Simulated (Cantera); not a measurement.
Input: 1 mol toluene, 5.6 mol H2O, 94 mol H2, held at 96.0 bar.

These are equilibrium values from Cantera (NASA tables, ideal gas, pure condensed phases), not measurements of a reactor. Candidate condensed phases: C, C6H6, C7H8, C8H18, H2O; 110 gas species. The ideal-gas law is rough above about 30 bar. Rates play no part. All values below are at 1423 K.

Base state: H2 0.897, CH4 0.0481, H2O 0.0339, CO 0.0209, CO2 0.000349 (mole fractions); condensed: gas only.

Question: What changes in the equilibrium state with this change: pressure from 96.0 bar to 8.40 mbar?

Answer: 
```csv
species,before,after
H2,0.897,0.949
CO,0.0209,0.0513
H,6.42e-7,7.06e-5
CH4,0.0481,2.88e-5
H2O,0.0339,1.26e-6
CO2,0.000349,3.01e-8
"C(graphite), mol",0,1.40
```
